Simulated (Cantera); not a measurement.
Feed: 1 mol SiO₂, 1.2 mol CH₄, 0.7 mol H₂, equilibrated at 7.50 Torr.

Method: chemical equilibrium by Gibbs-energy minimisation in Cantera with the NASA 1993 tables (ideal gas, pure condensed phases). Candidate condensed phases: C, C₆H₆, C₇H₈, C₈H₁₈, H₂O, Si, SiC, SiO₂; 123 gas species. Kinetics and transport are ignored.

### Question
At 1723 K, list the 4 most abundant gas species with their mole fractions, and the condensed phases.

### Answer
H₂ 0.607, CO 0.216, SiO 0.176, H 0.00142. Condensed: SiC(s).
